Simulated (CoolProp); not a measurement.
C2F6 (R116) along the isotherm 38.75 °C: fugacity coefficient from the reference equation and from simpler models built on Tc = 19.9 °C, pc = 3.048 MPa, ω = 0.257; each cubic takes its own stable root.

The numbers come from the reference Helmholtz-energy equation of state, Lemmon 2006 in CoolProp. It is a short technical equation, of lower accuracy than the large ones.

```
p (MPa)          phase  reference  van der Waals  Redlich-Kwong  Peng-Robinson
-------  -------------  ---------  -------------  -------------  -------------
0.762              gas     0.9335         0.9366            [?]         0.9240
1.52               gas     0.8686         0.8741         0.8623         0.8518
2.29               gas     0.8034         0.8103            [?]         0.7816
3.05     supercritical     0.7394         0.7459         0.7291         0.7147
3.81     supercritical     0.6750         0.6763         0.6625         0.6497
4.57     supercritical     0.6101         0.6068         0.5966         0.5874
5.33     supercritical     0.5527         0.5533            [?]         0.5340
6.1      supercritical     0.5066         0.5122         0.4986         0.4907
6.86     supercritical     0.4706         0.4809         0.4648         0.4565
7.62     supercritical     0.4418         0.4562            [?]         0.4288
```

Problem. What belongs in the gaps?

Solution. 
- 0.762, Redlich-Kwong: 0.9300
- 2.29, Redlich-Kwong: 0.7949
- 5.33, Redlich-Kwong: 0.5419
- 7.62, Redlich-Kwong: 0.4377
